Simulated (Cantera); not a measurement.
An adiabatic, constant-volume homogeneous reactor starts with 21.0 % CH3OH, 16.6 % O2, 62.4 % N2, at 1375 K and 1.38 atm.

Computed with Cantera and GRI-Mech 3.0 (53 species, 325 reactions). GRI-Mech 3.0 was tuned for natural gas; its chemistry of methanol as a main component is partial and can be far from experiment.

### Question
Predict: time of steepest temperature rise; temperature at 1.00 s; equilibrium temperature; x(O2) at 1.00 s; x(H2O) at 1.00 s; x(NO) at 1.00 s.

### Answer
| Property | Result |
|---|---|
| time of steepest temperature rise | 0.486 ms |
| temperature at 1.00 s | 2798 K |
| equilibrium temperature | 2798 K |
| x(O2) at 1.00 s | 0.000520 (gas-phase equilibrium 0.000520) |
| x(H2O) at 1.00 s | 0.213 (gas-phase equilibrium 0.213) |
| x(NO) at 1.00 s | 0.00144 (gas-phase equilibrium 0.00144) |
